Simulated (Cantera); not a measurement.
**Ta2O5 + H2 (hydrogen reduction and annealing atmospheres)**

Charge: 1 mol Ta2O5, 0.56 mol H2, at 2.50 mbar.

These are equilibrium values from Cantera (NASA tables, ideal gas, pure condensed phases), not measurements of a reactor. Candidate condensed phases: H2O, Ta, Ta2O5; 12 gas species. Mutual solubility and eutectic melting of coexisting phases are not modelled. Condensed phases not in the tables: N, O or C dissolved in the metal. Kinetics and transport are ignored.

```
T (°C)   x H2       x H     x H2O    x TaO2     x TaO      x OH  n Ta2O5(s)   n Ta(s)
------  -----  --------  --------  --------  --------  --------  ----------  --------
575      1.00  3.81e-10   6.40e-9    <1e-12    <1e-12    <1e-12        1.00         0
725      1.00   4.30e-8   1.87e-7    <1e-12    <1e-12    <1e-12        1.00         0
875     1.000   1.43e-6   2.18e-6    <1e-12    <1e-12    <1e-12        1.00         0
1025    1.000   2.14e-5   1.41e-5  2.00e-12    <1e-12  3.91e-12       1.000         0
1175    1.000  0.000184   6.08e-5  6.07e-10  1.34e-10  2.67e-10       1.000         0
1325    0.999   0.00106  0.000196   6.10e-8   1.26e-8   8.14e-9       1.000         0
1475    0.995   0.00456  0.000511   2.71e-6   5.38e-7   1.37e-7       1.000         0
1625    0.983    0.0155   0.00112   6.46e-5   1.25e-5   1.45e-6       1.000  0.000243
1775    0.953    0.0437   0.00214  0.000950  0.000181   1.07e-5       1.000  0.000322
```
x: gas mole fraction; n: condensed amount in mol.

From 575 °C to 1475 °C the condensed part is Ta2O5(s). From 1625 °C to 1775 °C the condensed part is Ta(s) + Ta2O5(s).
